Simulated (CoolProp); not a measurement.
Vapour-liquid equilibrium of R1234ze(E) (1) + R227EA (2) at 333.1 K; x and y are mole fractions of (1).

Values from CoolProp's multi-fluid Helmholtz-energy mixture model, Thol 2016 and Lemmon 2016; pair parameters Bell 2023.

| x | bubble pressure, mixture model (bar) | bubble pressure, Raoult's law (bar) | y, mixture model | y, Raoult's law |
|---|---|---|---|---|
| 0.05 | 11.84 | 11.80 | 0.055 | 0.054 |
| 0.125 | 11.97 | 11.87 | 0.135 | 0.134 |
| 0.2 | 12.09 | 11.95 | 0.214 | 0.213 |
| 0.275 | 12.21 | 12.02 | [?] | 0.292 |
| 0.35 | 12.31 | 12.10 | [?] | 0.369 |
| 0.425 | 12.41 | 12.17 | 0.441 | 0.445 |
| 0.5 | 12.49 | 12.25 | 0.515 | 0.521 |
| 0.575 | [?] | 12.32 | 0.587 | 0.595 |
| 0.65 | [?] | 12.40 | 0.660 | 0.668 |
| 0.725 | 12.68 | 12.47 | 0.732 | 0.741 |
| 0.8 | 12.72 | 12.55 | 0.804 | 0.813 |
| 0.875 | 12.74 | 12.62 | 0.876 | 0.884 |
| 0.95 | 12.75 | 12.70 | 0.950 | 0.954 |

### Question
Fill in the missing entries.

### Answer

- 0.275, y, mixture model: 0.291
- 0.35, y, mixture model: 0.367
- 0.575, bubble pressure, mixture model (bar): 12.57
- 0.65, bubble pressure, mixture model (bar): 12.63

The largest gap from Raoult's law is +2.0 % in bubble pressure, at x = 0.5. No azeotrope shows between x = 0.05 and 0.95.

Pair parameters are fitted to limited data, so mixtures are less certain than the pure fluids.
